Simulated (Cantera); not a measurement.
Feed: 1 mol V, 0.016 mol O₂, 93 mol N₂, at 1925 °C and 0.0470 bar.

Equilibrium computed with Cantera from the NASA thermochemical tables; the gas is ideal and each condensed phase is pure. Candidate condensed phases: V, VN, VO, V₂O₃, V₂O₄, V₂O₅; 13 gas species. VN: taken at fixed stoichiometry. Condensed phases not in the tables: V₂N. Rates play no part.

Base state: N₂ 0.999, V 0.000466, VO 0.000300, VO₂ 2.25e-5 (mole fractions); condensed: VN(s).

**Question.** What changes in the equilibrium state with this change: temperature from 1925 °C to 2227 °C?

**Answer.** 
```
species       before     after
----------  --------  --------
N₂             0.999     0.989
V           0.000466    0.0103
VO          0.000300  0.000337
VO₂          2.25e-5   1.70e-6
VN(s), mol     0.927         0
```
